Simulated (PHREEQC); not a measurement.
**Hard or scaling water**

Make-up at 20 °C: 0.11 mmol/kgw CaSO4, 0.1 mmol/kgw NaF and 0.058 mmol/kgw NaCl. It is in equilibrium with CO2 at log p = -1 (atm). Otherwise closed; pH follows from the charge balance.

Computed with PHREEQC (ion-association model, wateq4f.dat).

Each row changes one thing in this solution. Precipitation was switched off in this run.

```csv
case,pH,ionic strength (mol/kgw),F- (mol/kgw),HCO3- (mol/kgw),HF (mol/kgw),NaHCO3 (mol/kgw),SI of Nahcolite (NaHCO3),SI of Halite (NaCl)
as made,4.42,0.000629,9.51e-5,4.41e-5,4.81e-6,3.70e-9,-7.59,-9.63
NaF from 0.0001 to 5e-05 mol/kgw,4.41,0.000580,4.75e-5,4.28e-5,2.47e-6,2.46e-9,___,-9.80
diluted 100-fold with water,4.39,4.66e-5,9.48e-7,4.07e-5,5.20e-8,3.56e-11,___,-13.62
NaF from 0.0001 to 2e-05 mol/kgw,4.40,0.000551,1.90e-5,4.20e-5,1.01e-6,1.75e-9,___,___
temperature from 20 to 45 °C,4.52,0.000619,9.39e-5,3.75e-5,6.00e-6,3.14e-9,-7.88,-9.69
CaSO4 left out,4.42,0.000197,9.51e-5,4.35e-5,4.88e-6,3.74e-9,-7.58,___
```

Q: Some entries are withheld; supply them.

A: 
- NaF from 0.0001 to 5e-05 mol/kgw, SI of Nahcolite (NaHCO3): -7.76
- diluted 100-fold with water, SI of Nahcolite (NaHCO3): -9.60
- NaF from 0.0001 to 2e-05 mol/kgw, SI of Nahcolite (NaHCO3): -7.91
- NaF from 0.0001 to 2e-05 mol/kgw, SI of Halite (NaCl): -9.94
- CaSO4 left out, SI of Halite (NaCl): -9.62

Complexes and solids missing from the database can't appear. At this temperature some constants are extrapolated from 25 °C, and those without enthalpy data are left unchanged.
